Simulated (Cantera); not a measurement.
**C2H2 + CO2 + H2 (carbon deposition, reforming and gasification)**

Input: 1 mol C2H2, 1.3 mol CO2, 1.1 mol H2, equilibrated at 23.0 mbar.

Cantera equilibrium calculation (NASA polynomials, part measured and part estimated; ideal gas, pure solids and liquids). Candidate condensed phases: C, C6H6, C7H8, C8H18, H2O; 110 gas species. Rates play no part.

From 2175 K to 2775 K the condensed part is C(graphite). The main C-bearing gas is CO throughout. The share of C in condensed phases is highest at 2175 K (20.9 %) and lowest at 2775 K (17.7 %).

```
T (K)  log p CO  log p H2  log p H  log p C2H2 (acetylene)  log p C3  log p C2H  n C(graphite)
-----  --------  --------  -------  ----------------------  --------  ---------  -------------
2175      -1.90     -2.00    -3.31                   -4.66     -8.84      -7.46          0.691
2275      -1.90     -2.02    -3.08                   -4.44     -7.98      -6.87          0.685
2375      -1.91     -2.03    -2.87                   -4.24     -7.19      -6.34          0.675
2475      -1.92     -2.06    -2.68                   -4.07     -6.47      -5.86          0.663
2575      -1.93     -2.10    -2.51                   -3.93     -5.81      -5.42          0.645
2675      -1.94     -2.16    -2.36                   -3.82     -5.20      -5.03          0.621
2775      -1.95     -2.23    -2.24                   -3.74     -4.64      -4.67          0.584
```
log p: log10 of the partial pressure in bar; n: condensed amount in mol.
